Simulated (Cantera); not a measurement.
A Cantera script and its output.

```python
import numpy as np
import cantera as ct

gas = ct.Solution("gri30.yaml")
gas.TPX = 500, 590000, {'CH4': 1, 'O2': 3.23, 'N2': 12.1, 'H2O': 4}
inlet = ct.Reservoir(gas, clone=True)
gas.equilibrate("HP")  # start burning
reactor = ct.IdealGasConstPressureReactor(gas, energy="on", clone=False)
exhaust = ct.Reservoir(gas, clone=True)
tau = [0.22, 0.085, 0.033, 0.013, 0.0051, 0.002, 0.00077, 0.0003, 0.00012, 4.6e-05, 1.8e-05, 7e-06][0]
for a, b in ((inlet, reactor), (reactor, exhaust)):
    ct.MassFlowController(a, b, mdot=lambda t: reactor.mass / tau)
net = ct.ReactorNet([reactor])
show = ['CH4', 'O2', 'H2O', 'HCN', 'O', 'HCO']

rows = []
print(f"{'tau/s':>10s}{'T/K':>9s}" + "".join(f"{s:>11s}" for s in show))
for tau in [0.22, 0.085, 0.033, 0.013, 0.0051, 0.002, 0.00077, 0.0003, 0.00012, 4.6e-05, 1.8e-05, 7e-06]:
    net.initial_time = 0.0
    net.advance(30 * tau)
    before = gas.X
    net.advance(40 * tau)
    drift = np.max(np.abs(gas.X - before) / (gas.X + 1e-9))
    rows.append([gas.T, *gas[show].X, drift])
    print(f"{tau:10.3e}{gas.T:9.1f}" + "".join(f"{x:11.3e}" for x in gas[show].X))
```

Result:

```
     tau/s      T/K        CH4         O2        H2O        HCN          O        HCO
 2.200e-01   1577.4  1.060e-05  6.052e-02  2.950e-01  4.002e-10  2.154e-06  1.267e-09
 8.500e-02   1576.3  2.236e-05  6.059e-02  2.949e-01  7.125e-10  3.070e-06  3.268e-09
 3.300e-02   1573.9  4.730e-05  6.076e-02  2.948e-01  1.379e-09  4.547e-06  8.436e-09
 1.300e-02   1568.6  1.038e-04  6.114e-02  2.945e-01  2.679e-09  6.814e-06  2.172e-08
 5.100e-03   1554.3  2.601e-04  6.221e-02  2.937e-01  4.727e-09  1.021e-05  5.781e-08
 2.000e-03    500.0  4.919e-02  1.589e-01  1.968e-01  1.051e-22  1.046e-28  2.642e-33
 7.700e-04    500.0  4.919e-02  1.589e-01  1.968e-01  5.752e-27  3.813e-29  3.059e-37
 3.000e-04    500.0  4.919e-02  1.589e-01  1.968e-01  3.633e-28  1.470e-29  6.132e-39
 1.200e-04    500.0  4.919e-02  1.589e-01  1.968e-01  2.295e-29  4.759e-30  5.329e-40
 4.600e-05    500.0  4.919e-02  1.589e-01  1.968e-01  1.450e-30  1.231e-30  3.377e-41
 1.800e-05    500.0  4.919e-02  1.589e-01  1.968e-01  9.158e-32  2.694e-31  2.150e-42
 7.000e-06    500.0  4.919e-02  1.589e-01  1.968e-01  5.785e-33  5.090e-32  1.383e-43
```

Detailed kinetics in Cantera: GRI-Mech 3.0 (53 species, 325 reactions).
